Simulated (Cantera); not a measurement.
Input: 1 mol SiHCl3, 8.8 mol H2, 0.54 mol C2H4, equilibrated at 99.0 mbar.

These are equilibrium values from Cantera (NASA tables, ideal gas, pure condensed phases), not measurements of a reactor. Candidate condensed phases: C, C6H6, C7H8, C8H18, Si, SiC; 109 gas species. Gases not in the tables: Si2H6 and higher silanes. Equilibrium is a limit: real reactors are often held back by kinetics, nucleation or transport.

Q: What share of the Si ends up in condensed phases as a function of T (°C), at 1750, 1775, 1800, 1825, 1850, 1875, 1900, 1925, 1950, 1975, 2000, 2025, 2050, 2075?

A: 
| T (°C) | Si condensed (%) | as |
|---|---|---|
| 1750 | 88.0 | SiC(s) |
| 1775 | 87.3 | SiC(s) |
| 1800 | 86.6 | SiC(s) |
| 1825 | 85.9 | SiC(s) |
| 1850 | 85.2 | SiC(s) |
| 1875 | 84.5 | SiC(s) |
| 1900 | 83.6 | SiC(s) |
| 1925 | 82.8 | SiC(s) |
| 1950 | 81.8 | SiC(s) |
| 1975 | 80.7 | SiC(s) |
| 2000 | 79.5 | SiC(s) |
| 2025 | 78.2 | SiC(s) |
| 2050 | 76.6 | SiC(s) |
| 2075 | 74.7 | SiC(s) |
